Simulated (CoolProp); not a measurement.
Vapour-liquid equilibrium of carbon monoxide (1) + methane (2) at 106.5 K; x and y are mole fractions of (1).

Computed with CoolProp (multi-fluid Helmholtz-energy mixture model, Lemmon 2006 and Setzmann 1991; pair parameters Kunz 2012).

| x | bubble pressure, mixture model (MPa) | bubble pressure, Raoult's law (MPa) | y, mixture model | y, Raoult's law |
|---|---|---|---|---|
| 0.05 | 0.1100 | 0.1043 | 0.430 | 0.410 |
| 0.2 | 0.2524 | 0.2228 | 0.779 | 0.767 |
| 0.35 | 0.3889 | 0.3413 | 0.875 | 0.877 |
| 0.5 | 0.5078 | 0.4598 | 0.919 | 0.930 |
| 0.65 | 0.6098 | 0.5784 | 0.945 | 0.961 |
| 0.8 | 0.7058 | 0.6969 | 0.967 | 0.981 |
| 0.95 | 0.8131 | 0.8154 | 0.990 | 0.996 |

The largest gap from Raoult's law is +13.9 % in bubble pressure, at x = 0.35. No azeotrope shows between x = 0.05 and 0.95.

Pair parameters are fitted to limited data, so mixtures are less certain than the pure fluids.
